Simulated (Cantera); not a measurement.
A closed system holds: 1 mol MgO, 0.16 mol H₂S, 0.24 mol CO₂, equilibrated at 1325 K and 13.3 mbar.

Cantera equilibrium calculation (NASA polynomials, part measured and part estimated; ideal gas, pure solids and liquids). Candidate condensed phases: C, C₆H₆, C₇H₈, C₈H₁₈, H₂O, H₂SO₄, Mg, MgCO₃, MgO, Mg(OH)₂, MgS, MgSO₄, S; 130 gas species. Rates play no part.

Base state: CO₂ 0.280, CO 0.225, H₂O 0.210, S₂ 0.144, H₂ 0.0906, H₂S 0.0376, SO₂ 0.00871, COS 0.00302 (mole fractions); condensed: MgO(s).

Problem. What changes in the equilibrium state with this change: H₂S from 0.16 to 1 mol?

Solution. 
```json
[
 {"species": "H₂", "before": "0.0906", "after": "0.329"},
 {"species": "S₂", "before": "0.144", "after": "0.225"},
 {"species": "H₂S", "before": "0.0376", "after": "0.170"},
 {"species": "CO₂", "before": "0.280", "after": "0.0249"},
 {"species": "CO", "before": "0.225", "after": "0.123"},
 {"species": "H₂O", "before": "0.210", "after": "0.124"},
 {"species": "SO₂", "before": "0.00871", "after": "0.000290"},
 {"species": "CS₂", "before": "7.74e-6", "after": "4.05e-5"},
 {"species": "SO", "before": "0.000402", "after": "8.20e-5"},
 {"species": "MgO(s), mol", "before": "1.00", "after": "1.00"}
]
```
